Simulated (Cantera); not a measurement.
A closed system holds: 1 mol MgO, 2.2 mol Cl₂, 0.5 mol H₂, held at 10.0 Torr.

These are equilibrium values from Cantera (NASA tables, ideal gas, pure condensed phases), not measurements of a reactor. Candidate condensed phases: H₂O, Mg, MgCl₂, MgO, Mg(OH)₂; 22 gas species. Kinetics and transport are ignored.

Q: Which condensed phases are stable at each of these points (T (K)): 1400, 1425, 1450, 1475, 1500, 1525, 1550?

A: 
| T (K) | condensed phases | Mg condensed (%) |
|---|---|---|
| 1400 | MgO(s) | 11.9 |
| 1425 | MgO(s) | 3.6 |
| 1450 | gas only | 0.0 |
| 1475 | gas only | 0.0 |
| 1500 | gas only | 0.0 |
| 1525 | gas only | 0.0 |
| 1550 | gas only | 0.0 |

From 1400 K to 1425 K the condensed part is MgO(s). From 1450 K to 1550 K nothing is condensed.
